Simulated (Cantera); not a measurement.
Cantera run:

```python
import numpy as np
import cantera as ct

gas_names = """
    CL CL2 H HCL H2 Si SiCL SiCL2 SiCL3 SiCL4 SiH SiHCL3 SiH2 SiH2CL2 SiH3 SiH3CL SiH4 Si2 Si3
""".split()
cond_names = """
    Si(cr) Si(L)
""".split()


def load(file, names, dense=False):
    # The tables refer to 1 bar. Condensed volumes are neglected.
    table = {s.name: s for s in ct.Species.list_from_file(file)}
    out = []
    for n in names:
        d = dict(table[n].input_data)
        d["thermo"] = dict(d["thermo"], **{"reference-pressure": 1e5})
        if dense:
            d["equation-of-state"] = {"model": "constant-volume", "density": "1e6 g/cm^3"}
        out.append(ct.Species.from_dict(d))
    return out


gas = ct.Solution(thermo="ideal-gas", species=load("nasa_gas.yaml", gas_names))
cond = {s.name: ct.Solution(thermo="fixed-stoichiometry", species=[s], name=s.name)
        for s in load("nasa_condensed.yaml", cond_names, dense=True)}
atoms = {
    'Si': {'Si': 1},
    'Cl2': {'CL': 2},
    'H2': {'H': 2},
}
top_T = {}  # K; cautious upper limits of use, not melting points


def equilibrate(T, P, feed):
    n = {}
    for name, mol in feed.items():
        for a, k in atoms[name].items():
            n[a] = n.get(a, 0.0) + k * mol
    gas.TPX = T, P, n
    mass = sum(n.values()) * gas.mean_molecular_weight
    gas.equilibrate("TP")
    valid = [c for c in cond.values() if c.min_temp <= T <= top_T.get(c.name, c.max_temp)]
    mix = ct.Mixture([(gas, mass / gas.mean_molecular_weight)] + [(c, 0.0) for c in valid])
    mix.T, mix.P = T, P
    mix.equilibrate("TP", solver="vcs", rtol=1e-11, max_steps=5000)
    return mix


results = []
feed = {'Si': 1, 'Cl2': 1.8, 'H2': 0.76}  # mol
T = 573  # K
P = 150000  # Pa
mix = equilibrate(T, P, feed)
results.append((T, P, feed, dict(zip(mix.species_names, mix.species_moles))))
print(gas.report(threshold=1e-06))
for i in range(1, mix.n_phases):
    print(f"{mix.phase(i).name:16s} {mix.phase_moles(i):12.5e} mol")
```

It prints:

```
       temperature   573 K
          pressure   1.5e+05 Pa
           density   3.0784 kg/m^3
  mean mol. weight   97.774 kg/kmol
   phase of matter   gas

                          1 kg             1 kmol
                     ---------------   ---------------
          enthalpy       -3.6251e+06       -3.5444e+08  J
   internal energy       -3.6738e+06        -3.592e+08  J
           entropy            3050.4        2.9824e+05  J/K
    Gibbs function       -5.3729e+06       -5.2533e+08  J
 heat capacity c_p            731.76             71547  J/K
 heat capacity c_v            646.73             63233  J/K

                      mass frac. Y      mole frac. X     chem. pot. / RT
                     ---------------   ---------------   ---------------
               HCL        6.1666e-06        1.6538e-05           -53.068
                H2         0.0081941            0.3974           -16.843
             SiCL4           0.77884           0.44825            -181.3
            SiHCL3           0.21051           0.15196           -145.08
           SiH2CL2         0.0024393         0.0023614           -108.85
            SiH3CL        4.7276e-06        6.9447e-06           -72.627
     [  +13 minor]        3.1526e-07        2.3746e-07

Si(cr)            3.74244e-02 mol
```

These are equilibrium values from Cantera (NASA tables, ideal gas, pure condensed phases), not measurements of a reactor.
